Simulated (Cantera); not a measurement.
**Ignition delay**

Mixture: CH₄ : CO : O₂ : N₂ = 1 : 0.1 : 3.73 : 14 (molar parts), at 10.0 bar, adiabatic and at constant pressure. Ignition delay is the time to a rise of 400 K.

Computed with Cantera and GRI-Mech 3.0 (53 species, 325 reactions).

```json
[
 {"T0 (K)": "1100", "delay (ms)": "16.0"},
 {"T0 (K)": "1150", "delay (ms)": "7.72"},
 {"T0 (K)": "1200", "delay (ms)": "3.95"},
 {"T0 (K)": "1250", "delay (ms)": "2.11"},
 {"T0 (K)": "1300", "delay (ms)": "1.18"},
 {"T0 (K)": "1350", "delay (ms)": "0.676"},
 {"T0 (K)": "1400", "delay (ms)": "0.400"},
 {"T0 (K)": "1450", "delay (ms)": "0.243"},
 {"T0 (K)": "1500", "delay (ms)": "0.152"}
]
```

```
Quantity                                                Result
--------------------------------------------------  ----------
apparent activation energy between 1400 and 1500 K  170 kJ/mol
```
